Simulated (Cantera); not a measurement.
Charge: 1 mol Al, 1.7 mol Cl₂, equilibrated at 0.00133 bar.

Method: chemical equilibrium by Gibbs-energy minimisation in Cantera with the NASA 1993 tables (ideal gas, pure condensed phases). Candidate condensed phases: Al, AlCl₃; 8 gas species. The numbers say what is thermodynamically allowed, not how fast it happens.

Question: At 1175 K, list the 4 most abundant gas species with their mole fractions, and the condensed phases.

Answer: AlCl₃ 0.818, Cl₂ 0.145, Cl 0.0377, Al₂Cl₆ 1.16e-5. Condensed: gas only.
